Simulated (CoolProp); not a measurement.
20 sccm (0 °C, 1 atm) of nitrogen bubbles through liquid toluene at 333.3 K and leaves saturated at a total pressure of 0.15 MPa (ideal gas phase). Each further row changes one setting.

Computed with CoolProp (reference Helmholtz-energy equation of state, Lemmon 2006). It is a short technical equation, of lower accuracy than the large ones.

```json
[
 {"case": "as stated", "vapour pressure (kPa)": "18.7", "mole fraction of vapour": "0.124", "delivery (mg/min)": "11.7", "delivery (sccm)": "2.84", "change of delivery for a bath 1 K warmer (%)": "4.6"},
 {"case": "bath temperature 338.3 K", "vapour pressure (kPa)": "22.7", "mole fraction of vapour": "0.151", "delivery (mg/min)": "14.6", "delivery (sccm)": "?", "change of delivery for a bath 1 K warmer (%)": "4.6"},
 {"case": "total pressure 0.3 MPa", "vapour pressure (kPa)": "18.7", "mole fraction of vapour": "?", "delivery (mg/min)": "?", "delivery (sccm)": "?", "change of delivery for a bath 1 K warmer (%)": "4.3"}
]
```

Task: Fill in the missing entries.

Result: 
- bath temperature 338.3 K, delivery (sccm): 3.56
- total pressure 0.3 MPa, mole fraction of vapour: 0.0622
- total pressure 0.3 MPa, delivery (mg/min): 5.45
- total pressure 0.3 MPa, delivery (sccm): 1.33
